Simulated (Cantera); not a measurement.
An isothermal, constant-pressure homogeneous reactor starts with CO : O2 : H2O : N2 = 0.0018 : 0.0038 : 0.00071 : 1 (molar parts), equivalence ratio 0.24, at 1450 K and 105 Torr.

Detailed kinetics in Cantera: GRI-Mech 3.0 (53 species, 325 reactions).

Task: Predict: x(CO) at 200 s; x(O2) at 200 s; x(H2O) at 200 s; x(N2O) at 200 s; x(CO2) at 200 s; x(H2) at 200 s; x(NO) at 200 s.

Result: 
| Property | Value |
|---|---|
| x(CO) at 200 s | 2.02e-7 (gas-phase equilibrium 2.04e-7) |
| x(O2) at 200 s | 0.00288 (gas-phase equilibrium 0.00282) |
| x(H2O) at 200 s | 0.000705 (gas-phase equilibrium 0.000705) |
| x(N2O) at 200 s | 3.29e-9 (gas-phase equilibrium 3.26e-9) |
| x(CO2) at 200 s | 0.00179 (gas-phase equilibrium 0.00179) |
| x(H2) at 200 s | 3.35e-8 (gas-phase equilibrium 3.38e-8) |
| x(NO) at 200 s | 1.53e-6 (gas-phase equilibrium 0.000124) |
